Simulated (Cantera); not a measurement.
A perfectly stirred reactor is fed with 5.02 % CH4, 0.467 % C2H6, 11.7 % O2, 82.8 % N2, equivalence ratio 1.00, at 1000000 Pa; it is adiabatic with a 550 K inlet, and is followed from long to short residence time, starting on the burning branch (τ in s: 0.23, 0.065, 0.018, 0.0051, 0.0014, 0.00039, 0.00011, 3e-05, 8.5e-06).

Model: GRI-Mech 3.0 (53 species, 325 reactions), integrated in Cantera.

Predict: blow-out, bracketed by the residence times tried; x(CH4) at τ = 0.230 s; x(C2H6) at τ = 0.230 s; x(O2) at τ = 0.230 s; x(HCO) at τ = 0.230 s; x(H2O) at τ = 0.230 s; x(CH4) at τ = 1.40 ms; x(C2H6) at τ = 1.40 ms; x(O2) at τ = 1.40 ms; x(HCO) at τ = 1.40 ms; x(H2O) at τ = 1.40 ms.


```json
{
  "blow_out_bracketed_by_the_residence_times_tried": "burning at 1.40 ms, out at 0.390 ms",
  "x(CH4) at τ = 0.230 s": "3.96e-6",
  "x(C2H6) at τ = 0.230 s": "3.60e-8",
  "x(O2) at τ = 0.230 s": "0.000893",
  "x(HCO) at τ = 0.230 s": "1.86e-9",
  "x(H2O) at τ = 0.230 s": "0.113",
  "x(CH4) at τ = 1.40 ms": "0.000147",
  "x(C2H6) at τ = 1.40 ms": "2.68e-6",
  "x(O2) at τ = 1.40 ms": "0.00474",
  "x(HCO) at τ = 1.40 ms": "2.63e-7",
  "x(H2O) at τ = 1.40 ms": "0.110"
}
```
